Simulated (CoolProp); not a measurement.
A Linde-Hampson liquefier for CF4 (R14): isothermal reversible compression at 320 K from 1 atm to 10 MPa, throttling to 1 atm, return gas leaving the recuperator 10 K below the feed. Each further row changes one setting.

Computed with CoolProp (reference Helmholtz-energy equation of state, Platzer 1990). This equation is an older, rougher fit; its heat capacities, sound speeds and derivatives of the liquid may be far off and weren't checked against measurements.

| case | liquid yield per pass | compression work (kJ/kg of gas) |
|---|---|---|
| as stated | 0.118 | 131 |
| high pressure 20 MPa | 0.202 | 148 |
| warm-end temperature 350 K | 0.079 | 146 |
| warm-end gap 15 K | 0.104 | 131 |
